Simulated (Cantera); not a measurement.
An isothermal, constant-pressure homogeneous reactor starts with NO : N2 = 1 : 8.8 (molar parts), at 2025 K and 0.0132 atm. Integrator tolerance rtol = 1e-08.

Cantera simulation using GRI-Mech 3.0 (53 species, 325 reactions); the numbers are that mechanism's predictions, not measurements. Radical loss at walls, strong at low pressure, is not modelled.

Q: What does this change do: 0.048 parts H2O added?

A: 
```
quantity                                           before                                    after
----------------  ---------------------------------------  ---------------------------------------
x(NO) at 20.0 s    0.0488 (gas-phase equilibrium 0.00431)   0.0339 (gas-phase equilibrium 0.00428)
x(N2) at 20.0 s       0.924 (gas-phase equilibrium 0.946)      0.926 (gas-phase equilibrium 0.941)
x(O2) at 20.0 s     0.0260 (gas-phase equilibrium 0.0481)    0.0330 (gas-phase equilibrium 0.0476)
x(N2O) at 20.0 s  8.09e-7 (gas-phase equilibrium 3.06e-8)  2.52e-7 (gas-phase equilibrium 3.03e-8)
x(O) at 20.0 s    0.00116 (gas-phase equilibrium 0.00154)  0.00128 (gas-phase equilibrium 0.00154)
x(NO2) at 20.0 s  3.26e-6 (gas-phase equilibrium 3.94e-7)  2.57e-6 (gas-phase equilibrium 3.89e-7)
```

Q: What does this change do: temperature 2025 to 2123 K?

A: 
```
quantity                                           before                                    after
----------------  ---------------------------------------  ---------------------------------------
x(NO) at 20.0 s    0.0488 (gas-phase equilibrium 0.00431)  0.00954 (gas-phase equilibrium 0.00546)
x(N2) at 20.0 s       0.924 (gas-phase equilibrium 0.946)      0.943 (gas-phase equilibrium 0.945)
x(O2) at 20.0 s     0.0260 (gas-phase equilibrium 0.0481)    0.0447 (gas-phase equilibrium 0.0467)
x(N2O) at 20.0 s  8.09e-7 (gas-phase equilibrium 3.06e-8)  5.60e-8 (gas-phase equilibrium 3.85e-8)
x(O) at 20.0 s    0.00116 (gas-phase equilibrium 0.00154)  0.00296 (gas-phase equilibrium 0.00307)
x(NO2) at 20.0 s  3.26e-6 (gas-phase equilibrium 3.94e-7)  7.24e-7 (gas-phase equilibrium 4.22e-7)
```
